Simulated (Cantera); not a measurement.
Input: 1 mol trisilylamine, 29 mol N2, 29 mol H2, held at 1375 K and 1000 Pa.

Cantera equilibrium calculation (NASA polynomials, part measured and part estimated; ideal gas, pure solids and liquids). Candidate condensed phases: Si, Si3N4; 18 gas species. The feed counts by its element totals alone. Kinetics and transport are ignored.

Base state: H2 0.549, N2 0.451, H 2.54e-5 (mole fractions); condensed: Si3N4(s).

**Question.** What changes in the equilibrium state with this change: trisilylamine replaced by Si2Cl6?

**Answer.** 
```
species        before     after
-------------  ------  --------
N2              0.451     0.464
H2              0.549     0.436
HCl                 0    0.0993
SiCl2               0  0.000510
SiCl3               0   4.61e-5
SiCl4               0   1.91e-5
Si3N4(s), mol    1.00     0.655
```
N2 is the only nitrogen source here; it is nearly inert below about 1500 K, so the nitride shown seldom forms there in practice. The tables' values for SiCl3 are old estimates; treat these amounts as uncertain. Further candidate phases: NH4Cl.
